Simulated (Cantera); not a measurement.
# Adiabatic ignition

An adiabatic, constant-pressure homogeneous reactor starts with 49.1 % H2, 10.6 % O2, 40.1 % N2, 0.211 % NO, at 1675 K and 4.10 bar.

Cantera simulation using GRI-Mech 3.0 (53 species, 325 reactions); the numbers are that mechanism's predictions, not measurements. The hydrogen kinetics of GRI-Mech 3.0 are dated; newer H2 mechanisms differ, most at raised pressure.

| t (s) | T (K) | x H2 | x O2 | x NO | x H2O2 | x H | x N2 | x HO2 |
|---|---|---|---|---|---|---|---|---|
| 4.00e-6 | 2360 | 0.252 | 0.00137 | 0.00220 | 3.50e-7 | 0.104 | 0.419 | 2.74e-6 |
| 1.05e-5 | 2726 | 0.279 | 0.000474 | 0.00222 | 1.59e-7 | 0.0568 | 0.432 | 1.03e-6 |
| 2.76e-5 | 2890 | 0.291 | 0.000194 | 0.00207 | 9.85e-8 | 0.0355 | 0.439 | 4.33e-7 |
| 7.26e-5 | 2916 | 0.292 | 0.000165 | 0.00170 | 8.92e-8 | 0.0326 | 0.440 | 3.63e-7 |
| 0.000191 | 2918 | 0.292 | 0.000168 | 0.00124 | 9.05e-8 | 0.0328 | 0.440 | 3.70e-7 |
| 0.000502 | 2919 | 0.291 | 0.000170 | 0.000964 | 9.13e-8 | 0.0329 | 0.440 | 3.74e-7 |
| 0.00132 | 2919 | 0.291 | 0.000171 | 0.000923 | 9.14e-8 | 0.0329 | 0.440 | 3.75e-7 |
| 0.00346 | 2919 | 0.291 | 0.000171 | 0.000923 | 9.14e-8 | 0.0329 | 0.440 | 3.75e-7 |
| 0.00910 | 2919 | 0.291 | 0.000171 | 0.000923 | 9.14e-8 | 0.0329 | 0.440 | 3.75e-7 |
| 0.0239 | 2919 | 0.291 | 0.000171 | 0.000923 | 9.14e-8 | 0.0329 | 0.440 | 3.75e-7 |
| 0.0629 | 2919 | 0.291 | 0.000171 | 0.000923 | 9.14e-8 | 0.0329 | 0.440 | 3.75e-7 |
| 0.165 | 2919 | 0.291 | 0.000171 | 0.000923 | 9.14e-8 | 0.0329 | 0.440 | 3.75e-7 |
| 0.434 | 2919 | 0.291 | 0.000171 | 0.000923 | 9.14e-8 | 0.0329 | 0.440 | 3.75e-7 |
| 1.14 | 2919 | 0.291 | 0.000171 | 0.000923 | 9.14e-8 | 0.0329 | 0.440 | 3.75e-7 |
| 3.00 | 2919 | 0.291 | 0.000171 | 0.000923 | 9.14e-8 | 0.0329 | 0.440 | 3.75e-7 |
x: mole fraction; the columns are a selection and need not sum to one.

```json
{
  "time_of_steepest_temperature_rise": "2.18 µs",
  "temperature at 3.00 s": "2919 K",
  "equilibrium_temperature": "2919 K",
  "x(H2) at 3.00 s": "0.291 (gas-phase equilibrium 0.291)",
  "x(O2) at 3.00 s": "0.000171 (gas-phase equilibrium 0.000171)",
  "x(NO) at 3.00 s": "0.000923 (gas-phase equilibrium 0.000923)"
}
```
